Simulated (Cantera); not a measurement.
# SiO2 + CO + H2 (carbothermic reduction)

Charge: 1 mol SiO2, 4.9 mol CO, a varied amount of H2, held at 848.15 K and 0.0100 bar.

Equilibrium computed with Cantera from the NASA thermochemical tables; the gas is ideal and each condensed phase is pure. Candidate condensed phases: C, C6H6, C7H8, C8H18, H2O, Si, SiC, SiO2; 123 gas species. The numbers say what is thermodynamically allowed, not how fast it happens.

From 0.78 mol H2 to 11 mol H2 the condensed part is C(graphite) + SiO2(β-quartz).

```tsv
n(H2) (mol)	log p CO	log p H2	log p CO2	log p H2O	n C(graphite)	n SiO2(β-quartz)
0.78	-2.14	-2.83	-2.92	-4.11	0.641	1.00
1.8	-2.21	-2.55	-3.06	-3.89	0.604	1.00
2.9	-2.27	-2.41	-3.19	-3.82	0.570	1.00
3.9	-2.32	-2.34	-3.29	-3.80	0.544	1.00
5	-2.37	-2.29	-3.39	-3.79	0.520	1.00
6	-2.41	-2.25	-3.46	-3.80	0.500	1.00
7	-2.45	-2.23	-3.54	-3.81	0.482	1.00
8.1	-2.48	-2.20	-3.61	-3.82	0.464	1.00
9.1	-2.51	-2.18	-3.67	-3.83	0.449	1.00
10	-2.54	-2.17	-3.72	-3.84	0.436	1.00
11	-2.57	-2.16	-3.78	-3.86	0.423	1.00
```
log p: log10 of the partial pressure in bar; n: condensed amount in mol.
